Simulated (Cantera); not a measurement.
## NO annealing gas

A perfectly stirred reactor is fed with 13.2 % NO, 86.8 % N₂, at 0.0300 bar; it is held at 2073 K, and followed from long to short residence time.

Cantera simulation using GRI-Mech 3.0 (53 species, 325 reactions); the numbers are that mechanism's predictions, not measurements. Radical loss at walls, strong at low pressure, is not modelled.

| τ (s) | x NO | x N₂O | x O₂ | x O | x NO₂ |
|---|---|---|---|---|---|
| 1.7 | 0.112 | 5.08e-6 | 0.00931 | 0.000712 | 6.42e-6 |
| 0.78 | 0.124 | 6.55e-6 | 0.00341 | 0.000488 | 4.66e-6 |
| 0.37 | 0.129 | 7.23e-6 | 0.00121 | 0.000345 | 3.33e-6 |
| 0.17 | 0.131 | 7.50e-6 | 0.000366 | 0.000227 | 2.25e-6 |
| 0.081 | 0.131 | 7.39e-6 | 9.88e-5 | 0.000132 | 1.36e-6 |
| 0.038 | 0.131 | 6.83e-6 | 2.22e-5 | 6.57e-5 | 6.94e-7 |
| 0.018 | 0.132 | 5.75e-6 | 4.63e-6 | 2.97e-5 | 3.11e-7 |
| 0.0085 | 0.132 | 4.25e-6 | 9.19e-7 | 1.27e-5 | 1.25e-7 |
| 0.0040 | 0.132 | 2.73e-6 | 1.78e-7 | 5.27e-6 | 4.54e-8 |
| 0.0019 | 0.132 | 1.56e-6 | 3.60e-8 | 2.25e-6 | 1.53e-8 |
x: mole fraction; the columns are a selection and need not sum to one.
